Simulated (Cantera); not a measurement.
A perfectly stirred reactor is fed with CH4 : H2O : H2 = 1 : 0.13 : 0.14 (molar parts), at 1.01 bar; it is held at 1475 K, and followed from long to short residence time.

Cantera simulation using GRI-Mech 3.0 (53 species, 325 reactions); the numbers are that mechanism's predictions, not measurements. GRI-Mech 3.0 stops at C3 and has no aromatics, soot or wall deposition, so with more carbon than oxygen in the feed, carbon stays in small species such as C2H2 where larger ones or solid carbon would form.

Problem. Predict: x(CH4) at τ = 0.600 s; x(H2O) at τ = 0.600 s; x(H2) at τ = 0.600 s; x(CO2) at τ = 0.600 s; x(CH4) at τ = 4.40 ms; x(H2O) at τ = 4.40 ms; x(H2) at τ = 4.40 ms.

Solution. 
* **x(CH4) at τ = 0.600 s**: 0.463
* **x(H2O) at τ = 0.600 s**: 0.0836
* **x(H2) at τ = 0.600 s**: 0.359
* **x(CO2) at τ = 0.600 s**: 3.05e-5
* **x(CH4) at τ = 4.40 ms**: 0.783
* **x(H2O) at τ = 4.40 ms**: 0.102
* **x(H2) at τ = 4.40 ms**: 0.113
